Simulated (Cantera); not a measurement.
Cantera run:

```python
import numpy as np
import cantera as ct

gas_names = [...]  # 95 gases of nasa_gas.yaml made of C, F, H
cond_names = """
    C(gr) C6H6(L) C7H8(L) C8H18(L),n-octa
""".split()


# ... load() reads the species with a 1 bar reference pressure and builds the phases ...
atoms = {
    'C2F6': {'C': 2, 'F': 6},
    'H2': {'H': 2},
}
top_T = {'C(gr)': 4500}  # K; cautious upper limits of use, not melting points


# ... equilibrate(T, P, feed) seeds the gas with the atoms and calls Mixture.equilibrate('TP', solver="vcs", rtol=1e-11, max_steps=5000) ...
results = []
feed = {'C2F6': 1, 'H2': 2.2}  # mol
T = 850  # K
P = 46  # Pa
mix = equilibrate(T, P, feed)
results.append((T, P, feed, dict(zip(mix.species_names, mix.species_moles))))
x = sorted(zip(gas.X, gas.species_names), reverse=True)
print(f"T = {T:g} K  P = {P:g} Pa  gas = {mix.phase_moles(0):.4g} mol")
print("   x: " + "  ".join(f"{s} {v:.3e}" for v, s in x if v > 0.001))
print("   condensed (mol): " + ("  ".join(f"{mix.phase(i).name} {mix.phase_moles(i):.4g}"
      for i in range(1, mix.n_phases) if mix.phase_moles(i) > 1e-12) or "none"))
```

It prints:

```
T = 850 K  P = 46 Pa  gas = 4.8 mol
   x: HF 9.167e-01  CF4 8.333e-02
   condensed (mol): C(gr) 1.6
```

Cantera equilibrium calculation (NASA polynomials, part measured and part estimated; ideal gas, pure solids and liquids). The feed counts by its element totals alone. Condensed phases not in the tables: fluorocarbon polymer. Gases not in the tables: C2F6 and larger saturated fluorocarbons.
